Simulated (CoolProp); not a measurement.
n-perfluorobutane along the isobar 3.17 MPa: density (kg/m³) from the reference equation and from simpler models built on Tc = 386.3 K, pc = 2.322 MPa, ω = 0.372; each cubic takes its own stable root.

The numbers come from the reference Helmholtz-energy equation of state, Gao 2022 in CoolProp.

```
T (K)          phase  reference  van der Waals  Soave-Redlich-Kwong
-----  -------------  ---------  -------------  -------------------
274           liquid       1602            [?]                 1526
285.7         liquid        [?]          996.7                 1485
297.4         liquid        [?]          973.4                 1440
309.2         liquid       1476          948.5                 1391
320.9         liquid       1430          922.1                 1338
332.6         liquid       1380          893.7                 1279
344.4         liquid       1324          862.5                 1212
356.1         liquid       1262          828.4                 1137
367.9         liquid        [?]          789.7                 1047
379.6         liquid        [?]          745.2                938.3
391.3  supercritical      946.6          691.4                791.7
403.1  supercritical      642.8          620.7                  [?]
414.8  supercritical      434.3          522.5                412.6
426.5  supercritical        [?]          420.5                344.9
438.3  supercritical      313.3          358.6                305.3
450    supercritical        [?]          320.8                278.2
```

**Question.** Fill in the missing entries.

**Answer.** 
- 274, van der Waals: 1019
- 285.7, reference: 1562
- 297.4, reference: 1520
- 367.9, reference: 1187
- 379.6, reference: 1092
- 403.1, Soave-Redlich-Kwong: 570.9
- 426.5, reference: 356.6
- 450, reference: 284.5
